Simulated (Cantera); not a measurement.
Feed: 1 mol BCl3, 0.13 mol H2O, 27 mol H2, equilibrated at 1075 °C and 75.0 Torr.

Cantera equilibrium calculation (NASA polynomials, part measured and part estimated; ideal gas, pure solids and liquids). Candidate condensed phases: B, B2O3, B3O3H3, H2O; 33 gas species. The tables' values for BOCl, BCl2 are old estimates; treat these amounts as uncertain. Gases not in the tables: BHCl2. Kinetics and transport are ignored.

Base state: H2 0.900, HCl 0.0942, BCl3 0.00314, HBO 0.00121, B3O3H3 0.000669, B3O3Cl3 0.000352, BOCl 0.000200, BCl2 2.08e-5 (mole fractions); condensed: B(s).

**Question.** What changes in the equilibrium state with this change: H2 from 27 to 0.16 mol?

**Answer.** 
```
species      before     after
---------  --------  --------
BCl3        0.00314     0.649
HCl          0.0942     0.200
H2            0.900     0.117
B3O3Cl3    0.000352    0.0320
B3O3H3     0.000669   1.37e-5
BCl2        2.08e-5  0.000728
B(s), mol     0.780   0.00208
```
The tables' values for BOCl, BCl2, BCl are old estimates; treat these amounts as uncertain.
